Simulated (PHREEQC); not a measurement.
Dissolve 0.0014 mol H2SeO3 and 0.15 mol FeCl3 per kg of water at 25 °C. It is in equilibrium with CO2 at log p = -1 (atm). Otherwise closed; pH follows from the charge balance.

Equilibrium calculation in PHREEQC: ion-association model, wateq4f.dat.

Each row changes one thing in this solution. This is a speciation only: nothing precipitates in the calculation.

| case | pH | ionic strength (mol/kgw) | Cl- (mol/kgw) | FeCl+2 (mol/kgw) | Fe+3 (mol/kgw) | FeCl2+ (mol/kgw) | SI of Goethite (FeOOH) |
|---|---|---|---|---|---|---|---|
| as made | 1.85 | 0.542 | 0.327 | 0.0800 | 0.0307 | 0.0212 | +3.96 |
| FeCl3 from 0.15 to 0.225 mol/kgw | ? | 0.739 | 0.461 | 0.129 | 0.0367 | 0.0410 | +4.05 |
| diluted 2-fold with water | 1.89 | 0.314 | ? | 0.0324 | 0.0207 | 0.00612 | +4.02 |
| H2SeO3 from 0.0014 to 0.0007 mol/kgw | 1.85 | 0.542 | 0.327 | 0.0799 | 0.0307 | 0.0212 | +3.97 |
| 0.018 mol/kgw Ca(OH)2 added | 2.16 | 0.614 | ? | 0.0664 | 0.0244 | 0.0175 | ? |
| temperature from 25 to 35 °C | 1.80 | 0.538 | 0.328 | ? | 0.0251 | 0.0168 | +4.05 |

Problem. Fill in the missing entries.

Solution. 
- FeCl3 from 0.15 to 0.225 mol/kgw, pH: 1.87
- diluted 2-fold with water, Cl- (mol/kgw): 0.180
- 0.018 mol/kgw Ca(OH)2 added, Cl- (mol/kgw): 0.348
- 0.018 mol/kgw Ca(OH)2 added, SI of Goethite (FeOOH): +4.78
- temperature from 25 to 35 °C, FeCl+2 (mol/kgw): 0.0875

The ionic strength passes 0.7 mol/kgw, the rough limit of the ion-association models, in FeCl3 from 0.15 to 0.225 mol/kgw. Some of these states are supersaturated (in Hematite (slow to form), Goethite (slow to form), Fe2(SeO3)3, for instance).
